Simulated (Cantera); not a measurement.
A closed system holds: 1 mol Al, 2.8 mol O2, 8.9 mol H2, held at 1275 K and 10000 Pa.

These are equilibrium values from Cantera (NASA tables, ideal gas, pure condensed phases), not measurements of a reactor. Candidate condensed phases: Al, Al2O3, H2O; 19 gas species. Rates play no part.

### Question
What is the equilibrium state?

### Answer
* **x(H2)**: 0.539
* **x(H2O)**: 0.461
* **x(H)**: 1.71e-6
* **n(Al2O3(s))**: 0.500 mol
* **gas amount**: 8.900 mol
* **log10 activity of Al(l) (absent)**: -15.03
